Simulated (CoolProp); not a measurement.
A Linde-Hampson liquefier for methane: isothermal reversible compression at 230 K from 1 atm to 30 MPa, throttling to 1 atm, return gas leaving the recuperator 2 K below the feed. Each further row changes one setting.

Computed with CoolProp (reference Helmholtz-energy equation of state, Setzmann 1991).

```json
[
 {"case": "as stated", "liquid yield per pass": "0.408", "compression work (kJ/kg of gas)": "577"},
 {"case": "high pressure 60 MPa", "liquid yield per pass": "0.380", "compression work (kJ/kg of gas)": "668"},
 {"case": "warm-end temperature 260 K", "liquid yield per pass": "0.323", "compression work (kJ/kg of gas)": "690"},
 {"case": "warm-end gap 7 K", "liquid yield per pass": "0.399", "compression work (kJ/kg of gas)": "577"}
]
```
